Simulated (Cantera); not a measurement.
Cantera with NASA thermochemical tables; ideal gases at 1 bar, condensed phases pure. Values are per mole of reaction as written; species without (g) are pure solids or liquids, kept so even where they would boil at 1 bar.

3 O(g) + Fe₂O₃ + 3 H₂(g) = 2 Fe(OH)₃, with ΔH° = -1587.5 kJ and ΔS° = -753.7 J/K at 300 K.

Q: How far is the shortcut ΔG° ≈ ΔH°(300 K) − T·ΔS°(300 K) from the full temperature-dependent value at 573, 773, 973, 1173, 1373 K?

A: 
```json
[
 {"T (K)": "573", "shortcut (kJ)": "-1155.7", "full (kJ)": "-1151.7", "difference (kJ)": "-4.0", "difference in log10 K": "0.36"},
 {"T (K)": "773", "shortcut (kJ)": "-1004.9", "full (kJ)": "-996.2", "difference (kJ)": "-8.7", "difference in log10 K": "0.59"},
 {"T (K)": "973", "shortcut (kJ)": "-854.2", "full (kJ)": "-840.5", "difference (kJ)": "-13.7", "difference in log10 K": "0.74"},
 {"T (K)": "1173", "shortcut (kJ)": "-703.5", "full (kJ)": "-685.5", "difference (kJ)": "-18.0", "difference in log10 K": "0.80"},
 {"T (K)": "1373", "shortcut (kJ)": "-552.7", "full (kJ)": "-531.8", "difference (kJ)": "-20.9", "difference in log10 K": "0.80"}
]
```
The shortcut ignores the heat-capacity change of the reaction.
